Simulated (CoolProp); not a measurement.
Vapour-liquid equilibrium of R143a (1) + dimethyl ether (2) at 33.05 °C; x and y are mole fractions of (1).

Computed with CoolProp (multi-fluid Helmholtz-energy mixture model, Lemmon and Jacobsen 2000 and Wu 2011; pair parameters Bell 2016).

```json
[
 {"x": "0.05", "bubble pressure, mixture model (kPa)": "785.3", "bubble pressure, Raoult's law (kPa)": "780.0", "y, mixture model": "0.096", "y, Raoult's law": "0.099"},
 {"x": "0.15", "bubble pressure, mixture model (kPa)": "873.5", "bubble pressure, Raoult's law (kPa)": "860.8", "y, mixture model": "0.257", "y, Raoult's law": "0.270"},
 {"x": "0.25", "bubble pressure, mixture model (kPa)": "958.1", "bubble pressure, Raoult's law (kPa)": "941.6", "y, mixture model": "0.387", "y, Raoult's law": "0.411"},
 {"x": "0.35", "bubble pressure, mixture model (kPa)": "1040", "bubble pressure, Raoult's law (kPa)": "1022", "y, mixture model": "0.497", "y, Raoult's law": "0.530"},
 {"x": "0.45", "bubble pressure, mixture model (kPa)": "1120", "bubble pressure, Raoult's law (kPa)": "1103", "y, mixture model": "0.592", "y, Raoult's law": "0.631"},
 {"x": "0.55", "bubble pressure, mixture model (kPa)": "1198", "bubble pressure, Raoult's law (kPa)": "1184", "y, mixture model": "0.678", "y, Raoult's law": "0.719"},
 {"x": "0.65", "bubble pressure, mixture model (kPa)": "1275", "bubble pressure, Raoult's law (kPa)": "1265", "y, mixture model": "0.756", "y, Raoult's law": "0.795"},
 {"x": "0.75", "bubble pressure, mixture model (kPa)": "1352", "bubble pressure, Raoult's law (kPa)": "1346", "y, mixture model": "0.829", "y, Raoult's law": "0.863"},
 {"x": "0.85", "bubble pressure, mixture model (kPa)": "1430", "bubble pressure, Raoult's law (kPa)": "1426", "y, mixture model": "0.899", "y, Raoult's law": "0.922"},
 {"x": "0.95", "bubble pressure, mixture model (kPa)": "1508", "bubble pressure, Raoult's law (kPa)": "1507", "y, mixture model": "0.967", "y, Raoult's law": "0.975"}
]
```

The largest gap from Raoult's law is +1.8 % in bubble pressure, at x = 0.25. No azeotrope shows between x = 0.05 and 0.95.

Pair parameters are fitted to limited data, so mixtures are less certain than the pure fluids.
